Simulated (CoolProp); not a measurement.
A simple Rankine cycle with dimethyl carbonate: condensing at 329.15 K, boiler at 1.58 MPa, turbine inlet 484.4 K, turbine efficiency 0.8, pump efficiency 0.7, no recuperator. Each further row changes one setting.

Computed with CoolProp (reference Helmholtz-energy equation of state, Zhou 2011).

```csv
case,thermal efficiency (%),net work (kJ/kg),heat in (kJ/kg),turbine exit temperature (K),volume ratio over the turbine
as stated,19.2,114,592,388.7,53.6
turbine inlet 504.4 K,19.2,121,630,409.6,52.0
condensing temperature 321.15 K,20.2,123,607,382.3,73.6
boiler pressure 1.11 MPa,17.9,108,604,400.8,35.5
turbine efficiency 0.7,16.7,99.2,592,398.9,55.0
```
